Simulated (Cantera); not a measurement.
A closed system holds: 1 mol SiHCl3, 0.6 mol NH3, 0.19 mol H2, equilibrated at 700 °C and 12.0 Pa.

These are equilibrium values from Cantera (NASA tables, ideal gas, pure condensed phases), not measurements of a reactor. Candidate condensed phases: NH4Cl, Si, Si3N4; 28 gas species. The tables' values for SiCl3 are old estimates; treat these amounts as uncertain. Kinetics and transport are ignored.

Base state: H2 0.464, HCl 0.320, SiCl4 0.211, SiCl3 0.00282, SiHCl3 0.00172, SiCl2 0.00108, N2 0.000235 (mole fractions); condensed: Si3N4(s).

**Question.** What changes in the equilibrium state with this change: temperature from 700 °C to 427 °C?

**Answer.** 
```tsv
species	before	after
H2	0.464	0.475
HCl	0.320	0.304
SiCl4	0.211	0.220
SiCl2	0.00108	<1e-9
SiCl3	0.00282	6.41e-7
SiHCl3	0.00172	7.02e-5
Si3N4(s), mol	0.150	0.148
```
